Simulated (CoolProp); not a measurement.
Aqueous potassium carbonate as a coolant, 34 % by mass, freezing at -24.9 °C, 1 atm.

Computed with CoolProp (Melinder's fits for secondary coolants).

```
T (°C)  density (kg/m³)  cp (kJ/(kg K))  conductivity (W/(m K))  viscosity (mPa s)
------  ---------------  --------------  ----------------------  -----------------
-19.5              1360           2.781                   0.500               11.2
-13.2              1359           2.791                   0.510               8.52
-6.9               1356           2.801                   0.520               6.70
-0.6               1354           2.812                   0.531               5.41
5.7                1351           2.823                   0.541               4.47
12                 1348           2.834                   0.551               3.77
18.3               1345           2.846                   0.561               3.23
24.6               1342           2.858                   0.572               2.80
30.9               1338           2.870                   0.581               2.45
```
